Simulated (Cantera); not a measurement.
# Reactions in the system N-O-P

Standard-state values (1 bar) from the NASA 1993 polynomials, evaluated with Cantera. Values are per mole of reaction as written; species without (g) are pure solids or liquids, kept so even where they would boil at 1 bar.

10 NO(g) + P4(g) ⇌ P4O10 + 5 N2(g)

```csv
T (K),ΔH° (kJ),ΔS° (J/K),ΔG° (kJ),log10 K
423,-3979.4,-1194.9,-3473.9,428.97
448,-3978.2,-1192.3,-3444.1,401.56
473,-3976.9,-1189.3,-3414.3,377.04
498,-3975.3,-1186.1,-3384.6,355.00
523,-3973.6,-1182.7,-3355.0,335.07
548,-3971.6,-1179.1,-3325.5,316.98
573,-3969.5,-1175.3,-3296.1,300.46
598,-3967.2,-1171.4,-3266.7,285.34
623,-3964.8,-1167.3,-3237.5,271.44
```
